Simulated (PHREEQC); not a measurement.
Make-up at 44 °C: 0.082 mol/kgw CaCl2, 0.02 mol/kgw Na2SO4 and 5.7e-05 mol/kgw NaCl. Closed to the air; pH follows from the charge balance.

Computed with PHREEQC (ion-association model, wateq4f.dat).

This is a speciation only: nothing precipitates in the calculation.

Order these S species by the share of S that they hold, largest first: SO4-2, NaSO4-, CaSO4.

CaSO4 (52 %), SO4-2 (45 %), NaSO4- (2.5 %)

The ionic strength is 0.263 mol/kgw. Saturation is exceeded, for instance for Gypsum; the values hold only as long as no solid forms. Away from 25 °C the constants follow the database's enthalpies or fits; those with neither stay at their 25 °C values.
